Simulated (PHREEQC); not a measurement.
Solution (20 °C): 8.1 mmol/kgw ZnCl2, 0.66 mmol/kgw H3BO3 and 4.2 mmol/kgw FeSO4. Closed to the air; pH follows from the charge balance.

Model: ion-association model, phreeqc.dat, run in PHREEQC.

No solid was allowed to form.

### Question
Order these S species by the share of S that they hold, largest first: FeSO4, SO4-2, Zn(SO4)2-2, ZnSO4.

### Answer
SO4-2 (63 %), ZnSO4 (26 %), FeSO4 (10 %), Zn(SO4)2-2 (1.2 %)

### Question
Order these Zn species by the share of Zn that they hold, largest first: ZnCl+, ZnSO4, Zn+2, Zn(SO4)2-2.

### Answer
Zn+2 (85 %), ZnSO4 (13 %), ZnCl+ (1.5 %), Zn(SO4)2-2 (0.30 %)

The pH is 5.68 and the ionic strength 0.0346 mol/kgw. Complexes and solids missing from the database can't appear.
